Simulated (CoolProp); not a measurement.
R13 along the isotherm 320 K: fugacity coefficient from the reference equation and from simpler models built on Tc = 303.0 K, pc = 39.73 bar, ω = 0.175; each cubic takes its own stable root.

Values from CoolProp's reference Helmholtz-energy equation of state, Platzer 1990. This equation is an older, rougher fit; its heat capacities, sound speeds and derivatives of the liquid may be far off and weren't checked against measurements.

```
p (bar)          phase  reference  van der Waals  Soave-Redlich-Kwong  Peng-Robinson
-------  -------------  ---------  -------------  -------------------  -------------
3.97               gas     0.9720         0.9741               0.9716         0.9681
7.95               gas     0.9441         0.9482               0.9436         0.9368
11.9               gas     0.9166         0.9227               0.9160         0.9063
15.9               gas     0.8890         0.8968               0.8884         0.8759
19.9               gas     0.8615         0.8710               0.8611         0.8461
23.8               gas     0.8348         0.8458               0.8347         0.8174
27.8               gas     0.8074         0.8198               0.8078         0.7885
31.8               gas     0.7801         0.7936               0.7811         0.7600
35.8               gas     0.7528         0.7671               0.7544         0.7318
39.7               gas     0.7260         0.7407               0.7285         0.7046
43.7     supercritical     0.6983         0.7127               0.7017         0.6768
47.7     supercritical     0.6701         0.6829               0.6747         0.6490
51.7     supercritical     0.6416         0.6516               0.6474         0.6214
55.6     supercritical     0.6138         0.6230               0.6211         0.5949
59.6     supercritical     0.5867         0.5968               0.5955         0.5693
```
